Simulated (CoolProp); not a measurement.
Vapour-liquid equilibrium of propylene (1) + R114 (2) at 7.27 bar; x and y are mole fractions of (1).

The numbers come from the multi-fluid Helmholtz-energy mixture model, Lemmon 2013 and Platzer 1990; pair parameters Bell 2016 in CoolProp. This equation is an older, rougher fit; its heat capacities, sound speeds and derivatives of the liquid may be far off and weren't checked against measurements.

| x | bubble temperature (°C) | y at the bubble point | dew temperature at overall composition x (°C) | liquid density (mol/L) |
|---|---|---|---|---|
| 0.05 | 62.4 | 0.170 | 67.3 | 7.882 |
| 0.125 | 52.9 | 0.376 | 64.3 | 8.251 |
| 0.2 | 44.7 | 0.527 | 61.1 | 8.609 |
| 0.275 | 37.9 | 0.635 | 57.7 | 8.956 |
| 0.35 | 32.2 | 0.714 | 54.2 | 9.294 |
| 0.425 | 27.6 | 0.772 | 50.4 | 9.629 |
| 0.5 | 23.8 | 0.817 | 46.3 | 9.966 |
| 0.575 | 20.6 | 0.852 | 41.8 | 10.31 |
| 0.65 | 17.8 | 0.882 | 36.9 | 10.67 |
| 0.725 | 15.3 | 0.908 | 31.4 | 11.05 |
| 0.8 | 13.1 | 0.933 | 25.3 | 11.45 |
| 0.875 | 11.0 | 0.957 | 18.4 | 11.89 |
| 0.95 | 8.9 | 0.982 | 11.6 | 12.36 |

No azeotrope shows between x = 0.05 and 0.95.

The pair parameters rest on a limited set of measurements; away from them the model extrapolates.
